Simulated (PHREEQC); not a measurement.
## Brine

A solution holds 0.016 mol NaCl, 0.56 mol Na2SO4 and 0.0014 mol MgCl2 per kg of water, at 20 °C. Closed to the air; pH follows from the charge balance.

Equilibrium calculation in PHREEQC: ion-association model, phreeqc.dat.

The ionic strength comes out as 1.23 mol/kgw and the activity of water comes out as 0.975. The density is 1.067 g/cm³.

```json
[
 {"species": "Na+", "molality": "0.901", "activity": "0.675", "log γ": "-0.125"},
 {"species": "SO4-2", "molality": "0.324", "activity": "0.0463", "log γ": "-0.845"},
 {"species": "NaSO4-", "molality": "0.235", "activity": "0.152", "log γ": "-0.189"},
 {"species": "Cl-", "molality": "0.0188", "activity": "0.0113", "log γ": "-0.221"},
 {"species": "MgSO4", "molality": "0.000970", "activity": "0.00129", "log γ": "0.123"},
 {"species": "Mg+2", "molality": "0.000430", "activity": "0.000135", "log γ": "-0.502"},
 {"species": "OH-", "molality": "2.66e-7", "activity": "1.51e-7", "log γ": "-0.247"},
 {"species": "HSO4-", "molality": "2.16e-7", "activity": "1.80e-7", "log γ": "-0.080"},
 {"species": "H+", "molality": "6.00e-8", "activity": "4.43e-8", "log γ": "-0.131"},
 {"species": "MgOH+", "molality": "1.00e-8", "activity": "6.81e-9", "log γ": "-0.167"}
]
```

No solid was allowed to form. Caution: at this ionic strength the ion-association model is outside its range; a Pitzer model would be the better tool where its parameters exist.
